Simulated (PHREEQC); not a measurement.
Make-up at 25 °C: 0.15 mol MnSO4 per kg of water. Closed to the air; pH follows from the charge balance.

The numbers come from PHREEQC with the ion-association model, wateq4f.dat.

**Question.** The ionic strength comes out as 0.313 mol/kgw. What activity coefficients do SO4-2, Mn+2, MnOH+, HSO4- get?

**Answer.** SO4-2 0.25, Mn+2 0.29, MnOH+ 0.71, HSO4- 0.70.

Precipitation was switched off in this run.
